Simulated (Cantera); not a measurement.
Input: 1 mol TiO2, 0.45 mol C, 2.9 mol H2, at 1750 K and 13.3 mbar.

Equilibrium computed with Cantera from the NASA thermochemical tables; the gas is ideal and each condensed phase is pure. Candidate condensed phases: C, C6H6, C7H8, C8H18, H2O, Ti, TiC, TiO, TiO2, Ti2O3, Ti3O5, Ti4O7; 113 gas species. Mutual solubility and eutectic melting of coexisting phases are not modelled. Kinetics and transport are ignored.

Base state: H2 0.863, CO 0.134, H 0.00187, H2O 0.00112, CO2 4.81e-5 (mole fractions); condensed: Ti2O3(s) + Ti3O5(s).

Task: What changes in the equilibrium state with this change: C from 0.45 to 2.4 mol?

Result: 
```tsv
species	before	after
H2	0.863	0.637
CO	0.134	0.361
H	0.00187	0.00161
H2O	0.00112	7.15e-5
CO2	4.81e-5	1.12e-5
Ti2O3(s), mol	0.362	0.120
Ti3O5(s), mol	0.0922	0
TiC(s), mol	0	0.760
```
TiC: taken at fixed stoichiometry.

Task: What changes in the equilibrium state with this change: temperature from 1750 K to 1848.15 K?

Result: 
```
species         before    after
-------------  -------  -------
H2               0.863    0.860
CO               0.134    0.134
H              0.00187  0.00426
H2O            0.00112  0.00169
CO2            4.81e-5  6.58e-5
Ti2O3(s), mol    0.362    0.368
Ti3O5(s), mol   0.0922   0.0882
```
